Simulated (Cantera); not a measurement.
A freely propagating, adiabatic, planar premixed flame of CH4 : O2 : N2 : H2O = 1 : 2 : 7.52 : 1.1 (molar parts), equivalence ratio 1.0, unburnt at 375 K and 630000 Pa; mixture-averaged transport, grid criteria slope 0.08 and curve 0.16, no radiation.

Computed with Cantera and GRI-Mech 3.0 (53 species, 325 reactions). Burning velocities carry a grid error of a few per cent, more on coarse grids.

**Question.** Predict: laminar burning velocity; thermal thickness; peak x(HCN); peak x(HO2); peak x(O).

**Answer.** 
| Item | Result |
|---|---|
| laminar burning velocity | 14.3 cm/s |
| thermal thickness | 0.202 mm |
| peak x(HCN) | 2.29e-6 |
| peak x(HO2) | 0.000114 |
| peak x(O) | 0.000413 |
